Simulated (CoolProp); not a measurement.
Vapour-liquid equilibrium of R152A (1) + ethanol (2) at 83.35 °C; x and y are mole fractions of (1).

Model: multi-fluid Helmholtz-energy mixture model, Outcalt 1996 and Schroeder 2014; pair parameters Bell 2016, in CoolProp.

| x | bubble pressure (bar) | y at the bubble point | dew pressure at overall composition x (bar) | liquid density (mol/L) |
|---|---|---|---|---|
| 0.05 | 4.395 | 0.718 | 1.293 | 15.72 |
| 0.125 | 9.252 | 0.864 | 1.406 | 15.46 |
| 0.2 | 13.60 | 0.906 | 1.540 | 15.18 |
| 0.275 | 16.91 | 0.923 | 1.701 | 14.88 |
| 0.35 | 19.01 | 0.931 | 1.899 | 14.54 |
| 0.425 | 20.05 | 0.935 | 2.149 | 14.18 |
| 0.5 | 20.41 | 0.936 | 2.474 | 13.79 |
| 0.575 | 20.50 | 0.936 | 2.913 | 13.37 |
| 0.65 | 20.61 | 0.937 | 3.541 | 12.93 |
| 0.725 | 20.95 | 0.939 | 4.515 | 12.47 |
| 0.8 | 21.60 | 0.945 | 6.234 | 12.00 |
| 0.875 | 22.63 | 0.957 | 10.10 | 11.52 |
| 0.95 | 24.02 | 0.979 | 22.04 | 11.06 |

No azeotrope shows between x = 0.05 and 0.95.

The pair parameters rest on a limited set of measurements; away from them the model extrapolates. With so large a gap from Raoult's law the liquid may split in two, which this calculation doesn't test in full.
